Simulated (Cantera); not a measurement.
A Cantera script and what it prints.

```python
import numpy as np
import cantera as ct

gas_names = """
    B BH BH2 BH3 BO BO2 B2 B2O B2O2 B2O3 B3O3H3 H HBO HBO2 HO2 H2 H2O H2O2 H3B3O6 O OH O2 O3
""".split()
cond_names = """
    B(b) B(L) B2O3(L) B3O3H3(cr) H2O(s) H2O(L)
""".split()


def load(file, names, dense=False):
    # The tables refer to 1 bar. Condensed volumes are neglected.
    table = {s.name: s for s in ct.Species.list_from_file(file)}
    out = []
    for n in names:
        d = dict(table[n].input_data)
        d["thermo"] = dict(d["thermo"], **{"reference-pressure": 1e5})
        if dense:
            d["equation-of-state"] = {"model": "constant-volume", "density": "1e6 g/cm^3"}
        out.append(ct.Species.from_dict(d))
    return out


gas = ct.Solution(thermo="ideal-gas", species=load("nasa_gas.yaml", gas_names))
cond = {s.name: ct.Solution(thermo="fixed-stoichiometry", species=[s], name=s.name)
        for s in load("nasa_condensed.yaml", cond_names, dense=True)}
atoms = {
    'B2O3': {'B': 2, 'O': 3},
    'H2': {'H': 2},
}
top_T = {}  # K; cautious upper limits of use, not melting points


def equilibrate(T, P, feed):
    n = {}
    for name, mol in feed.items():
        for a, k in atoms[name].items():
            n[a] = n.get(a, 0.0) + k * mol
    gas.TPX = T, P, n
    mass = sum(n.values()) * gas.mean_molecular_weight
    gas.equilibrate("TP")
    valid = [c for c in cond.values() if c.min_temp <= T <= top_T.get(c.name, c.max_temp)]
    mix = ct.Mixture([(gas, mass / gas.mean_molecular_weight)] + [(c, 0.0) for c in valid])
    mix.T, mix.P = T, P
    mix.equilibrate("TP", solver="vcs", rtol=1e-11, max_steps=5000)
    return mix


results = []
feed = {'B2O3': 1, 'H2': 2.9}  # mol
P = 100000  # Pa
for T in [1223, 1273, 1323, 1373, 1423, 1473, 1523, 1573, 1623, 1673, 1723, 1773, 1823]:
    mix = equilibrate(T, P, feed)
    results.append((T, P, feed, dict(zip(mix.species_names, mix.species_moles))))
    x = sorted(zip(gas.X, gas.species_names), reverse=True)
    print(f"T = {T:g} K  P = {P:g} Pa  gas = {mix.phase_moles(0):.4g} mol")
    print("   x: " + "  ".join(f"{s} {v:.3e}" for v, s in x if v > 1e-06))
    print("   condensed (mol): " + ("  ".join(f"{mix.phase(i).name} {mix.phase_moles(i):.4g}"
          for i in range(1, mix.n_phases) if mix.phase_moles(i) > 1e-12) or "none"))
```

It prints:

```
T = 1223 K  P = 100000 Pa  gas = 2.9 mol
   x: H2 9.999e-01  H2O 3.520e-05  B3O3H3 2.149e-05  HBO 1.273e-05  HBO2 6.803e-06
   condensed (mol): B2O3(L) 0.9999
T = 1273 K  P = 100000 Pa  gas = 2.9 mol
   x: H2 9.999e-01  H2O 5.277e-05  HBO 3.145e-05  B3O3H3 3.003e-05  HBO2 1.604e-05
   condensed (mol): B2O3(L) 0.9998
T = 1323 K  P = 100000 Pa  gas = 2.9 mol
   x: H2 9.998e-01  H2O 7.780e-05  HBO 7.176e-05  B3O3H3 3.976e-05  HBO2 3.561e-05  H 1.586e-06
   condensed (mol): B2O3(L) 0.9997
T = 1373 K  P = 100000 Pa  gas = 2.9 mol
   x: H2 9.996e-01  HBO 1.523e-04  H2O 1.136e-04  HBO2 7.508e-05  B3O3H3 4.981e-05  H 3.329e-06  B2O3 1.252e-06
   condensed (mol): B2O3(L) 0.9994
T = 1423 K  P = 100000 Pa  gas = 2.901 mol
   x: H2 9.993e-01  HBO 3.023e-04  H2O 1.651e-04  HBO2 1.514e-04  B3O3H3 5.911e-05  H 6.640e-06  B2O3 4.103e-06
   condensed (mol): B2O3(L) 0.9991
T = 1473 K  P = 100000 Pa  gas = 2.901 mol
   x: H2 9.988e-01  HBO 5.653e-04  HBO2 2.937e-04  H2O 2.388e-04  B3O3H3 6.680e-05  H 1.264e-05  B2O3 1.235e-05  B2O2 2.568e-06
   condensed (mol): B2O3(L) 0.9984
T = 1523 K  P = 100000 Pa  gas = 2.902 mol
   x: H2 9.980e-01  HBO 1.003e-03  HBO2 5.490e-04  H2O 3.433e-04  B3O3H3 7.250e-05  B2O3 3.447e-05  H 2.309e-05  B2O2 7.062e-06
   condensed (mol): B2O3(L) 0.9973
T = 1573 K  P = 100000 Pa  gas = 2.904 mol
   x: H2 9.966e-01  HBO 1.700e-03  HBO2 9.906e-04  H2O 4.883e-04  B2O3 8.978e-05  B3O3H3 7.636e-05  H 4.059e-05  B2O2 1.790e-05  BO 1.629e-06
   condensed (mol): B2O3(L) 0.9954
T = 1623 K  P = 100000 Pa  gas = 2.907 mol
   x: H2 9.944e-01  HBO 2.770e-03  HBO2 1.727e-03  H2O 6.848e-04  B2O3 2.197e-04  B3O3H3 7.874e-05  H 6.892e-05  B2O2 4.231e-05  BO 4.229e-06
   condensed (mol): B2O3(L) 0.9924
T = 1673 K  P = 100000 Pa  gas = 2.912 mol
   x: H2 9.910e-01  HBO 4.363e-03  HBO2 2.914e-03  H2O 9.448e-04  B2O3 5.083e-04  H 1.134e-04  B2O2 9.417e-05  B3O3H3 7.999e-05  BO 1.032e-05
   condensed (mol): B2O3(L) 0.9873
T = 1723 K  P = 100000 Pa  gas = 2.921 mol
   x: H2 9.857e-01  HBO 6.662e-03  HBO2 4.764e-03  H2O 1.281e-03  B2O3 1.117e-03  B2O2 1.988e-04  H 1.811e-04  B3O3H3 8.026e-05  BO 2.381e-05
   condensed (mol): B2O3(L) 0.9791
T = 1773 K  P = 100000 Pa  gas = 2.934 mol
   x: H2 9.777e-01  HBO 9.886e-03  HBO2 7.566e-03  B2O3 2.341e-03  H2O 1.708e-03  B2O2 3.999e-04  H 2.813e-04  B3O3H3 7.956e-05  BO 5.224e-05  BH2 1.334e-06
   condensed (mol): B2O3(L) 0.9659
T = 1823 K  P = 100000 Pa  gas = 2.955 mol
   x: H2 9.657e-01  HBO 1.428e-02  HBO2 1.169e-02  B2O3 4.699e-03  H2O 2.238e-03  B2O2 7.695e-04  H 4.258e-04  BO 1.094e-04  B3O3H3 7.777e-05  BH2 1.904e-06
   condensed (mol): B2O3(L) 0.9449
```

Cantera equilibrium calculation (NASA polynomials, part measured and part estimated; ideal gas, pure solids and liquids). Gases not in the tables: H3BO3.
